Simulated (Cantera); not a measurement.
A closed system holds: 1 mol Pb, a varied amount of O2, 78 mol N2, held at 623 K and 16000 Pa.

These are equilibrium values from Cantera (NASA tables, ideal gas, pure condensed phases), not measurements of a reactor. Candidate condensed phases: Pb, PbO, PbO2, Pb3O4; 12 gas species. Kinetics and transport are ignored.

Problem. Which condensed phases are stable at each of these points (n(O2) (mol)): 0.29, 0.33, 0.38, 0.43, 0.49, 0.56, 0.64, 0.73, 0.83, 0.95, 1.1, 1.2?

Solution. 
```csv
n(O2) (mol),condensed phases,Pb condensed (%)
0.29,Pb(l) + PbO(red),100.0
0.33,Pb(l) + PbO(red),100.0
0.38,Pb(l) + PbO(red),100.0
0.43,Pb(l) + PbO(red),100.0
0.49,Pb(l) + PbO(red),100.0
0.56,PbO(red),100.0
0.64,PbO(red),100.0
0.73,PbO(red),100.0
0.83,PbO(red),100.0
0.95,PbO(red),100.0
1.1,PbO(red),100.0
1.2,PbO(red),100.0
```

From 0.29 mol O2 to 0.49 mol O2 the condensed part is Pb(l) + PbO(red). From 0.56 mol O2 to 1.2 mol O2 the condensed part is PbO(red).
